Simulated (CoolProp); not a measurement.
The numbers come from the reference Helmholtz-energy equation of state, Lemmon 2006 in CoolProp. It is a short technical equation, of lower accuracy than the large ones.

Task: Give the vapour pressure (bar), liquid density (kg/m³), vapour density (kg/m³), enthalpy of vaporisation (kJ/kg) of saturated CH3F (R41) at -1.85 °C.

Result: 
```
T (°C)  p (bar)  liquid density (kg/m³)  vapour density (kg/m³)  enthalpy of vaporisation (kJ/kg)
------  -------  ----------------------  ----------------------  --------------------------------
-1.85      19.4                     685                    40.2                               339
```
